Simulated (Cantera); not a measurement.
Input: 1 mol SiH4, 11 mol NO, at 0.00340 bar.

Cantera equilibrium calculation (NASA polynomials, part measured and part estimated; ideal gas, pure solids and liquids). Candidate condensed phases: H2O, Si, SiO2, Si2N2O, Si3N4; 35 gas species. The tables hold silica as quartz up to 1696 K and as liquid above; real silica turns to tridymite and cristobalite and melts near 1996 K. The numbers say what is thermodynamically allowed, not how fast it happens.

Question: Which condensed phases are stable at each of these points (T (°C)): 1300, 1350, 1400, 1450, 1500, 1550, 1600, 1650, 1700, 1750?

Answer: 
```tsv
T (°C)	condensed phases	Si condensed (%)
1300	SiO2(β-quartz)	100.0
1350	SiO2(β-quartz)	100.0
1400	SiO2(β-quartz)	100.0
1450	SiO2(condensed)	100.0
1500	SiO2(condensed)	100.0
1550	SiO2(condensed)	100.0
1600	SiO2(condensed)	100.0
1650	SiO2(condensed)	99.9
1700	SiO2(condensed)	99.8
1750	SiO2(l)	99.5
```

From 1300 °C to 1400 °C the condensed part is SiO2(β-quartz). From 1450 °C to 1700 °C the condensed part is SiO2(condensed). At 1750 °C the condensed part is SiO2(l).
